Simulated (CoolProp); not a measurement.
The fluid at 298.15 K and 1.61 MPa flows at 0.14 m/s in a round tube of 4.6 mm bore and 0.25 µm roughness, fully developed (64/Re and Nu = 3.66 if laminar; Colebrook and Gnielinski if turbulent). The same conditions are run with several fluids, on thermodynamics alone (safety and materials aside).

Computed with CoolProp (reference Helmholtz-energy equation of state of each fluid (oxygen: Schmidt 1985; ethane: Bücker 2006; methane: Setzmann 1991; carbon dioxide: Span 1996; nitrogen: Span 2000)).

```tsv
fluid	Reynolds number	Darcy friction factor	pressure drop (Pa/m)	heat-transfer coefficient (W/(m² K))	mass flow (kg/h)
oxygen	647	0.0988	4.42	21.5	0.176
ethane	1480	0.0434	2.08	18.2	0.189
methane	604	0.106	2.42	28.0	0.0897
carbon dioxide	1330	0.0481	3.20	14.1	0.262
nitrogen	652	0.0982	3.82	21.0	0.153
```

Transport values come from each fluid's own correlations.
